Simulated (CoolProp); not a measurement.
The fluid at 477.39 K and 0.492 MPa is throttled through a valve to 0.252 MPa with no heat exchange. The same conditions are run with several fluids, on thermodynamics alone (safety and materials aside).

Values from CoolProp's reference Helmholtz-energy equation of state of each fluid (c-C4F8 (RC318): Platzer 1990; R141b: Lemmon 2006; dimethyl carbonate: Zhou 2011; R113: Marx 1992; R404A: Lemmon 2003). The equations of Platzer and Polt are older, rougher fits. Blends and air are pseudo-pure fits.

| fluid | temperature change (K) | final density (kg/m³) |
|---|---|---|
| c-C4F8 (RC318) | -1.1 | 12.9 |
| R141b | -2.3 | 7.61 |
| dimethyl carbonate | -2.6 | 5.93 |
| R113 | -2.4 | 12.3 |
| R404A | -1.0 | 6.26 |
